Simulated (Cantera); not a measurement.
A freely propagating, adiabatic, planar premixed flame of H₂ : O₂ : N₂ = 1 : 0.521 : 1.82 (molar parts), unburnt at 575 K and 420000 Pa; mixture-averaged transport, grid criteria slope 0.08 and curve 0.16, no radiation.

Cantera simulation using the H2/O2 subset of GRI-Mech 3.0, which has no nitrogen chemistry; the numbers are that mechanism's predictions, not measurements. The hydrogen kinetics of GRI-Mech 3.0 are dated; newer H2 mechanisms differ, most at raised pressure. Burning velocities carry a grid error of a few per cent, more on coarse grids.

Question: Predict: laminar burning velocity; thermal thickness; peak x(H₂O₂); peak x(OH); peak x(H).

Answer: 
| Property | Value |
|---|---|
| laminar burning velocity | 688 cm/s |
| thermal thickness | 0.0704 mm |
| peak x(H₂O₂) | 7.02e-5 |
| peak x(OH) | 0.0202 |
| peak x(H) | 0.0355 |
